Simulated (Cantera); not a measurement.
## Premixed flame

A freely propagating, adiabatic, planar premixed flame of 5.51 % CH4, 19.9 % O2, 74.6 % N2, equivalence ratio 0.55, unburnt at 675 K and 2.00 bar; mixture-averaged transport, grid criteria slope 0.08 and curve 0.16, no radiation.

Detailed kinetics in Cantera: GRI-Mech 3.0 (53 species, 325 reactions). Burning velocities carry a grid error of a few per cent, more on coarse grids.

```tsv
z (mm)	T (K)	u (m/s)	x CH4	x O2	x HCN	x O	x N2O	x H2O2
-0.934	676	0.552	0.0550	0.198	<1e-8	<1e-8	<1e-8	1.17e-7
-0.623	683	0.557	0.0545	0.198	<1e-8	<1e-8	<1e-8	9.56e-7
-0.467	699	0.572	0.0534	0.196	<1e-8	<1e-8	<1e-8	3.24e-6
-0.311	770	0.631	0.0490	0.191	<1e-8	1.95e-8	1.22e-8	1.29e-5
-0.156	1042	0.859	0.0330	0.166	2.02e-8	3.75e-6	7.83e-8	3.78e-5
-0.0778	1311	1.08	0.0177	0.140	4.31e-8	5.23e-5	1.77e-7	2.59e-5
0	1581	1.31	0.00380	0.111	7.51e-8	0.000600	3.59e-7	2.11e-6
0.0778	1702	1.40	0.000220	0.0969	4.83e-8	0.00184	6.04e-7	7.38e-7
0.156	1754	1.44	8.03e-6	0.0925	1.54e-8	0.00201	8.00e-7	5.91e-7
0.311	1811	1.48	1.40e-8	0.0897	<1e-8	0.00142	1.02e-6	4.04e-7
0.623	1854	1.52	<1e-8	0.0886	<1e-8	0.000634	1.15e-6	2.27e-7
1.25	1873	1.53	<1e-8	0.0885	<1e-8	0.000201	9.42e-7	1.11e-7
2.49	1879	1.53	<1e-8	0.0885	<1e-8	7.50e-5	4.80e-7	6.51e-8
```
x: mole fraction of selected species; z is measured from the peak of heat release.

The laminar burning velocity is 55.1 cm/s, the thermal thickness comes out as 0.311 mm and the peak x(HCN) is 7.64e-8. The peak x(O) is 0.00205. The peak x(H2O2) is 3.89e-5. The grid points is 133.
